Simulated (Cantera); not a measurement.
Feed: 1 mol Nb2O5, 210 mol H2, at 1927 °C and 133 Pa.

Method: chemical equilibrium by Gibbs-energy minimisation in Cantera with the NASA 1993 tables (ideal gas, pure condensed phases). Candidate condensed phases: H2O, Nb, NbO, NbO2, Nb2O5; 12 gas species. The numbers say what is thermodynamically allowed, not how fast it happens.

Base state: H2 0.844, H 0.142, NbO2 0.00759, H2O 0.00542, NbO 0.00118, OH 0.000127, O 1.49e-5 (mole fractions); condensed: gas only.

What changes in the equilibrium state with this change: temperature from 1927 °C to 1575 °C?


```
species         before     after
------------  --------  --------
H2               0.844     0.978
H                0.142    0.0144
H2O            0.00542   0.00713
NbO2           0.00759  0.000208
NbO            0.00118   6.32e-6
O              1.49e-5   8.65e-8
OH            0.000127   7.72e-6
NbO(s), mol          0     0.510
NbO2(s), mol         0      1.44
```
Mutual solubility and eutectic melting of coexisting phases are not modelled. NbO: taken at fixed stoichiometry. Condensed phases not in the tables: the oxides between NbO2 and Nb2O5.

What changes in the equilibrium state with this change: Nb2O5 replaced by PbS?


```json
[
 {"species": "H2", "before": "0.844", "after": "0.849"},
 {"species": "H", "before": "0.142", "after": "0.142"},
 {"species": "Pb", "before": "0", "after": "0.00437"},
 {"species": "NbO2", "before": "0.00759", "after": "0"},
 {"species": "H2O", "before": "0.00542", "after": "0"},
 {"species": "S", "before": "0", "after": "0.00300"},
 {"species": "NbO", "before": "0.00118", "after": "0"},
 {"species": "SH", "before": "0", "after": "0.00103"},
 {"species": "OH", "before": "0.000127", "after": "0"}
]
```
Further candidate phases: Pb, PbS, S.
